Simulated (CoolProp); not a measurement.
A single-stage vapour-compression cycle with R245fa: evaporating at 292.15 K (dew point), condensing at 359.15 K (bubble point), superheat 5 K, subcooling 2 K, compressor efficiency 0.6, no pressure losses. Each further row changes one setting.

Computed with CoolProp (reference Helmholtz-energy equation of state, Akasaka 2015).

| case | cooling COP | pressure ratio | discharge temperature (K) | refrigerating effect (kJ/kg) | volumetric capacity (kJ/m³) |
|---|---|---|---|---|---|
| as stated | 1.78 | 7.72 | 374.5 | 108 | 729 |
| evaporating temperature 297.15 K | 2.02 | 6.39 | 373.0 | 112 | 903 |
| condensing temperature 354.15 K | 2.02 | 6.83 | 369.6 | 116 | 779 |
| subcooling 7 K | 1.90 | 7.72 | 374.5 | 116 | 779 |
| superheat 15 K | 1.84 | 7.72 | 384.9 | 117 | 759 |
| compressor efficiency 0.5 | 1.48 | 7.72 | 385.2 | 108 | 729 |
